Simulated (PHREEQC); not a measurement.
PHREEQC input (Pitzer model, pitzer.dat):

```
SOLUTION 1
  temp 25
  units mol/kgw
  pH 7 charge
  Cl 0.3244
  K 0.0044
  S(6) 0.16
  Na 0.748
  C(4) 0.062
END
USE solution 1
INCREMENTAL_REACTIONS false
REACTION 1
  H2O -1
  0 9.886 18.011 24.689 30.178 34.689 38.397 41.444
  43.949 46.007 47.699 49.089 50.232 51.172 51.944 52.578
  53.1 53.528 53.88 moles
EQUILIBRIUM_PHASES 1
  Arcanite 0 0
  Burkeite 0 0
  Glaserite 0 0
  Halite 0 0
  Kalicinite 0 0
  Mirabilite 0 0
  Misenite 0 0
  Nahcolite 0 0
  Natron 0 0
  Sylvite 0 0
  Thenardite 0 0
  Trona 0 0
SELECTED_OUTPUT 1
  -reset false
  -pH true
  -pe true
  -ionic_strength true
  -water true
  -activities H2O
  -totals C Cl K Na S
  -molalities H+ Na+ K+ Cl- CO3-2 SO4-2 OH- HCO3- CO2 HSO4-
  -equilibrium_phases Arcanite Burkeite Glaserite Halite Kalicinite Mirabilite Misenite Nahcolite Natron Sylvite
    Thenardite Trona
PRINT
  -reset false
END
```

Selected output (columns that matter, 19 of 19 rows; water left (kg) added in front):

```
water left (kg)	pH	mu	C	Cl	K	Na	S	m_H+	m_Na+	la_H2O	Burkeite	Halite	Thenardite	Trona
1	10.077	0.9582	0.062	0.3244	0.0044	0.748	0.16	1.3933e-10	0.748	-0.008337	0	0	0	0
0.821895	10.043	1.1659	0.075435	0.3947	0.0053535	0.91009	0.19467	1.5093e-10	0.91009	-0.010091	0	0	0	0
0.675515	10.007	1.4186	0.091782	0.48023	0.0065135	1.1073	0.23686	1.63e-10	1.1073	-0.012229	0	0	0	0
0.555205	9.9693	1.7261	0.11167	0.58429	0.007925	1.3473	0.28818	1.7503e-10	1.3473	-0.014849	0	0	0	0
0.456316	9.9288	2.1002	0.13587	0.71091	0.0096425	1.6392	0.35063	1.8613e-10	1.6392	-0.01808	0	0	0	0
0.375046	9.8865	2.5553	0.16531	0.86496	0.011732	1.9944	0.42661	1.9494e-10	1.9944	-0.0221	0	0	0	0
0.308243	9.8427	3.1091	0.20114	1.0524	0.014274	2.4267	0.51907	1.996e-10	2.4267	-0.027162	0	0	0	0
0.253348	9.7985	3.7828	0.24472	1.2805	0.017367	2.9525	0.63154	1.9778e-10	2.9525	-0.033624	0	0	0	0
0.208218	9.7549	4.6028	0.29776	1.558	0.021132	3.5924	0.76843	1.8714e-10	3.5924	-0.042012	0	0	0	0
0.171141	9.7138	5.6	0.36227	1.8955	0.02571	4.3707	0.9349	1.6607e-10	4.3707	-0.053097	0	0	0	0
0.140658	9.6772	6.8136	0.44078	2.3063	0.031281	5.3179	1.1375	1.3494e-10	5.3179	-0.068048	0	0	0	0
0.115616	9.6482	8.2894	0.53626	2.8058	0.038057	6.4697	1.3839	9.7199e-11	6.4697	-0.088621	0	0	0	0
0.0950238	9.6116	8.8433	0.65247	3.4139	0.046304	7.0434	1.2696	7.8084e-11	7.0434	-0.10496	0	0	0.039357	0
0.0780885	9.5617	8.9162	0.79374	4.1543	0.056346	7.3408	0.93011	6.7604e-11	7.3408	-0.12008	0	0	0.087369	8.9193e-06
0.0638939	9.7238	8.8874	0.71255	4.9819	0.068864	7.5588	0.67328	3.4547e-11	7.5588	-0.13514	0.00056844	0.0060845	0.11584	0.0079521
0.05242	9.7242	8.8963	0.7119	4.9872	0.083937	7.5515	0.67527	3.4424e-11	7.5515	-0.13526	0.0059052	0.062972	0.11279	0.0093886
0.042973	9.7247	8.9073	0.71111	4.9936	0.10239	7.5425	0.6777	3.4274e-11	7.5425	-0.1354	0.010299	0.10981	0.11028	0.010571
0.0352273	9.7253	8.9206	0.71015	5.0014	0.1249	7.5316	0.68068	3.4091e-11	7.5316	-0.13558	0.013902	0.14821	0.10822	0.011541
0.0288569	9.7259	8.937	0.70898	5.011	0.15248	7.5182	0.68433	3.3867e-11	7.5182	-0.1358	0.016864	0.1798	0.10652	0.012338
```

Complexes and solids missing from the database can't appear.
